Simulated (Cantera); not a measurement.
An isothermal, constant-pressure homogeneous reactor starts with CO : O2 : H2O : N2 = 0.004 : 0.034 : 0.0016 : 1 (molar parts), equivalence ratio 0.059, at 1075 K and 7.90 atm. Integrator tolerance rtol = 1e-08.

Detailed kinetics in Cantera: GRI-Mech 3.0 (53 species, 325 reactions).

**Question.** What does this change do: 0.026 parts CH4 added?

**Answer.** 
```json
[
 {"quantity": "x(CO) at 2.00 s", "before": "0.000813 (gas-phase equilibrium 5.09e-12)", "after": "0.0165 (gas-phase equilibrium 0.0129)"},
 {"quantity": "x(O2) at 2.00 s", "before": "0.0312 (gas-phase equilibrium 0.0308)", "after": "7.70e-5 (gas-phase equilibrium <1e-12)"},
 {"quantity": "x(H2O) at 2.00 s", "before": "0.00154 (gas-phase equilibrium 0.00154)", "after": "0.0364 (gas-phase equilibrium 0.0255)"},
 {"quantity": "x(H2) at 2.00 s", "before": "2.25e-7 (gas-phase equilibrium 2.19e-12)", "after": "0.00656 (gas-phase equilibrium 0.0240)"},
 {"quantity": "x(N2O) at 2.00 s", "before": "8.91e-7 (gas-phase equilibrium 6.88e-9)", "after": "2.51e-8 (gas-phase equilibrium <1e-12)"},
 {"quantity": "x(NO2) at 2.00 s", "before": "4.91e-9 (gas-phase equilibrium 1.03e-6)", "after": "1.72e-12 (gas-phase equilibrium <1e-12)"}
]
```
The temperature is held fixed by assumption; the heat of reaction is taken as removed at once.
